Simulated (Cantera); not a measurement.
What does this Cantera script print?

```python
import numpy as np
import cantera as ct

gas_names = [...]  # 109 gases of nasa_gas.yaml made of C, Cl, H, Si
cond_names = """
    C(gr) C6H6(L) C7H8(L) C8H18(L),n-octa Si(cr) Si(L) SiC(b)
""".split()


# ... load() reads the species with a 1 bar reference pressure and builds the phases ...
atoms = {
    'CH3SiH3': {'C': 1, 'H': 6, 'Si': 1},
    'HCl': {'H': 1, 'CL': 1},
    'H2': {'H': 2},
}
top_T = {'C(gr)': 4500, 'SiC(b)': 3050}  # K; cautious upper limits of use, not melting points


# ... equilibrate(T, P, feed) seeds the gas with the atoms and calls Mixture.equilibrate('TP', solver="vcs", rtol=1e-11, max_steps=5000) ...
results = []
feed = {'CH3SiH3': 1, 'HCl': 0.071, 'H2': 26}  # mol
T = 1775  # K
P = 133.322  # Pa
mix = equilibrate(T, P, feed)
results.append((T, P, feed, dict(zip(mix.species_names, mix.species_moles))))
print(gas.report(threshold=1e-05))
for i in range(1, mix.n_phases):
    print(f"{mix.phase(i).name:16s} {mix.phase_moles(i):12.5e} mol")
```

Output:

```
       temperature   1775 K
          pressure   133.32 Pa
           density   1.8923e-05 kg/m^3
  mean mol. weight   2.0947 kg/kmol
   phase of matter   gas

                          1 kg             1 kmol
                     ---------------   ---------------
          enthalpy        2.2345e+07        4.6807e+07  J
   internal energy          1.53e+07        3.2049e+07  J
           entropy        1.1452e+05         2.399e+05  J/K
    Gibbs function       -1.8094e+08       -3.7901e+08  J
 heat capacity c_p             15904             33314  J/K
 heat capacity c_v             11935             25000  J/K

                      mass frac. Y      mole frac. X     chem. pot. / RT
                     ---------------   ---------------   ---------------
    C2H2,acetylene        0.00046076        3.7067e-05           -32.107
                CL        0.00025028        1.4789e-05           -31.956
                 H         0.0037946         0.0078854           -12.869
               HCL          0.042041         0.0024155           -44.825
                H2           0.95238           0.98957           -25.737
                Si        0.00092305        6.8845e-05           -8.3607
     [ +103 minor]         0.0001454        7.0499e-06

C(gr)             0.00000e+00 mol
Si(L)             0.00000e+00 mol
SiC(b)            9.97785e-01 mol
```

These are equilibrium values from Cantera (NASA tables, ideal gas, pure condensed phases), not measurements of a reactor. The feed counts by its element totals alone.
